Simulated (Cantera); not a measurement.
What does this Cantera script print?

```python
import numpy as np
import cantera as ct

gas = ct.Solution("gri30.yaml")
gas.TPX = 1150, 3000, {'N2O': 1, 'H2O': 0.099}
reactor = ct.IdealGasConstPressureReactor(gas, energy="off", clone=False)
net = ct.ReactorNet([reactor])
net.rtol, net.atol = 1e-08, 1e-18
show = ['N2O', 'H2O', 'HO2', 'N2', 'H2O2', 'H2']
times = np.geomspace(7e-06, 20, 9)

steps = ct.SolutionArray(gas, extra=["t"])
rows = []
print(f"{'t/s':>10s}{'T/K':>9s}{'P/Pa':>11s}" + "".join(f"{s:>11s}" for s in show))
for t in times:
    while net.time < t:
        t_next = net.step()
        steps.append(gas.state, t=t_next)
    rows.append([np.interp(t, steps.t, y) for y in (steps.T, steps.P, *steps(*show).X.T)])
    print(f"{t:10.3e}{rows[-1][0]:9.1f}{rows[-1][1]:11.4g}" + "".join(f"{x:11.3e}" for x in rows[-1][2:]))
rate = np.gradient(steps.T, steps.t)
print("integrator steps:", len(steps.t))
if steps.T.max() > steps.T[0] + 200:
    print(f"time of steepest temperature rise: {steps.t[rate.argmax()]:.4e} s")
gas.TPX = 1150, 3000, {'N2O': 1, 'H2O': 0.099}
gas.equilibrate("TP")
print(f"equilibrium (TP): T = {gas.T:.1f} K  " + "  ".join(f"{s} {gas[s].X[0]:.3e}" for s in show))
```

Output:

```
       t/s      T/K       P/Pa        N2O        H2O        HO2         N2       H2O2         H2
 7.000e-06   1150.0       3000  9.099e-01  9.008e-02  9.612e-15  3.211e-08  4.002e-21  9.206e-21
 4.488e-05   1150.0       3000  9.099e-01  9.008e-02  2.384e-12  2.185e-07  6.336e-18  5.684e-17
 2.878e-04   1150.0       3000  9.099e-01  9.008e-02  4.964e-10  1.765e-06  9.132e-15  1.792e-13
 1.845e-03   1150.0       3000  9.099e-01  9.008e-02  5.005e-08  1.456e-05  7.442e-12  6.386e-11
 1.183e-02   1150.0       3000  9.098e-01  9.007e-02  1.763e-06  1.001e-04  6.696e-09  4.181e-09
 7.587e-02   1150.0       3000  9.089e-01  9.004e-02  4.790e-06  6.664e-04  1.594e-07  6.528e-08
 4.865e-01   1150.0       3000  9.034e-01  8.988e-02  3.167e-06  4.329e-03  6.792e-08  1.364e-07
 3.119e+00   1150.0       3000  8.696e-01  8.884e-02  1.539e-06  2.687e-02  1.807e-08  5.490e-08
 2.000e+01   1150.0       3000  6.907e-01  8.331e-02  3.754e-07  1.458e-01  3.757e-09  3.569e-08
integrator steps: 970
equilibrium (TP): T = 1150.0 K  N2O 1.603e-09  H2O 6.191e-02  HO2 3.313e-09  N2 6.253e-01  H2O2 9.007e-11  H2 2.765e-09
```

Computed with Cantera and GRI-Mech 3.0 (53 species, 325 reactions). GRI-Mech 3.0 was tuned for natural gas; its chemistry of N2O as a main component is partial and can be far from experiment. Radical loss at walls, strong at low pressure, is not modelled. The mechanism lacks the step 2 NO + O2 → 2 NO2, which can matter for NO2 below about 1400 K. The temperature is held fixed by assumption; the heat of reaction is taken as removed at once.
